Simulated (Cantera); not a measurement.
What does this Cantera script print?

```python
import numpy as np
import cantera as ct

gas = ct.Solution("gri30.yaml", transport_model="mixture-averaged")
show = ['O', 'H', 'H2']

rows = []
print(f"{'T/K':>7s}{'rho':>11s}{'cp':>10s}{'mu':>11s}{'lambda':>11s}{'Pr':>7s}" + "".join(f"{'D_' + s:>11s}" for s in show))
for T in [400, 650, 900, 1150, 1400, 1650, 1900, 2150, 2400]:
    gas.TPX = T, 27, {'C2H4': 0.41, 'C3H8': 0.51}
    Pr = gas.cp_mass * gas.viscosity / gas.thermal_conductivity
    D = [gas.mix_diff_coeffs_mole[gas.species_index(s)] for s in show]
    rows.append([gas.density, gas.cp_mass, gas.viscosity, gas.thermal_conductivity, Pr, *D])
    print(f"{T:7g}{gas.density:11.4e}{gas.cp_mass:10.1f}{gas.viscosity:11.4e}"
          f"{gas.thermal_conductivity:11.4e}{Pr:7.3f}" + "".join(f"{d:11.4e}" for d in D))
print("SI units: kg/m3, J/kg/K, Pa s, W/m/K, m2/s")
```

Result:

```
    T/K        rho        cp         mu     lambda     Pr        D_O        D_H       D_H2
    400 2.9995e-04    2046.8 1.1785e-05 3.1978e-02  0.754 1.2852e-01 4.8242e-01 3.2612e-01
    650 1.8459e-04    2941.2 1.7944e-05 6.9558e-02  0.759 3.0038e-01 1.1537e+00 7.4690e-01
    900 1.3331e-04    3552.0 2.3107e-05 1.0821e-01  0.758 5.2295e-01 2.0291e+00 1.2898e+00
   1150 1.0433e-04    3981.4 2.7627e-05 1.4524e-01  0.757 7.9010e-01 3.0819e+00 1.9412e+00
   1400 8.5701e-05    4290.6 3.1704e-05 1.8008e-01  0.755 1.0979e+00 4.2954e+00 2.6919e+00
   1650 7.2716e-05    4527.9 3.5459e-05 2.1269e-01  0.755 1.4437e+00 5.6582e+00 3.5354e+00
   1900 6.3148e-05    4707.1 3.8973e-05 2.4320e-01  0.754 1.8253e+00 7.1619e+00 4.4667e+00
   2150 5.5805e-05    4840.5 4.2301e-05 2.7175e-01  0.753 2.2411e+00 8.8000e+00 5.4817e+00
   2400 4.9992e-05    4938.5 4.5483e-05 2.9853e-01  0.752 2.6898e+00 1.0567e+01 6.5768e+00
SI units: kg/m3, J/kg/K, Pa s, W/m/K, m2/s
```

Cantera simulation using GRI-Mech 3.0 (53 species, 325 reactions); the numbers are that mechanism's predictions, not measurements. The composition is frozen, though it would react at the higher temperatures.
